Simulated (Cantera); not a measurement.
# Gas-phase reforming

An isothermal, constant-pressure homogeneous reactor starts with CH4 : CO2 = 1 : 4.1 (molar parts), at 1875 K and 100.0 Torr.

Computed with Cantera and GRI-Mech 3.0 (53 species, 325 reactions).

```
t (s)        x CH4  x CO2   x C2H4    x CH2O    x CH2       x O
--------  --------  -----  -------  --------  -------  --------
2.00e-5      0.196  0.804  1.92e-7   4.23e-8  1.21e-8  2.88e-10
8.66e-5      0.195  0.803  1.96e-5   1.78e-6  1.91e-7  3.52e-10
0.000375     0.188  0.800  0.00133   7.66e-5  2.30e-6   1.63e-9
0.00162      0.125  0.746  0.00971  0.000231  5.49e-6   1.11e-8
0.00702     0.0418  0.581  0.00123  0.000108  3.73e-6   1.46e-8
0.0304     0.00445  0.392  7.44e-5   5.78e-5  3.54e-6   4.29e-8
0.132      0.00186  0.278  8.65e-6   1.04e-5  9.41e-7   9.61e-8
0.570      2.72e-6  0.245  1.36e-9   1.54e-8  1.48e-9   2.61e-7
2.47      3.53e-12  0.245   <1e-12   2.33e-9   <1e-12   4.10e-7
10.7      3.53e-12  0.245   <1e-12   2.33e-9   <1e-12   4.10e-7
46.2      3.53e-12  0.245   <1e-12   2.33e-9   <1e-12   4.10e-7
200       3.53e-12  0.245   <1e-12   2.33e-9   <1e-12   4.10e-7
```
x: mole fraction; the columns are a selection and need not sum to one.

Equilibrium at this temperature and pressure: CH4 3.79e-12, CO2 0.245, C2H4 <1e-12, CH2O 2.33e-9, CH2 <1e-12, O 4.10e-7 (gas phase only).
